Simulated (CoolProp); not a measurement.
Saturated liquid density (kg/m³) of CH2F2 (R32): the reference equation beside estimates from Tc = 78.1 °C, pc = 5.783 MPa, ω = 0.277. Rackett uses Z = 0.29056 − 0.08775 ω.

Values from CoolProp's reference Helmholtz-energy equation of state, Tillner-Roth 1997.

| T (°C) | reference | Rackett | Peng-Robinson |
|---|---|---|---|
| -39.65 | 1179 | 1019 | [?] |
| -33.75 | 1162 | 1005 | [?] |
| -27.85 | 1145 | 990.0 | 1010 |
| -22.05 | 1127 | 975.2 | [?] |
| -16.15 | 1109 | 959.9 | 976.7 |
| -10.35 | 1090 | 944.3 | 959.1 |
| -4.45 | 1070 | 928.0 | 940.2 |
| 1.45 | 1050 | 911.1 | 920.3 |
| 7.25 | 1030 | 893.9 | 899.5 |
| 13.15 | 1008 | 875.7 | 877.0 |

**Question.** Some entries are withheld; supply them.

**Answer.** 
- -39.65, Peng-Robinson: 1040
- -33.75, Peng-Robinson: 1025
- -22.05, Peng-Robinson: 993.7

Absolute difference from the reference over all 10 rows, mean and median: Rackett 13.4 and 13.4 %, Peng-Robinson 12.1 and 12.0 %.
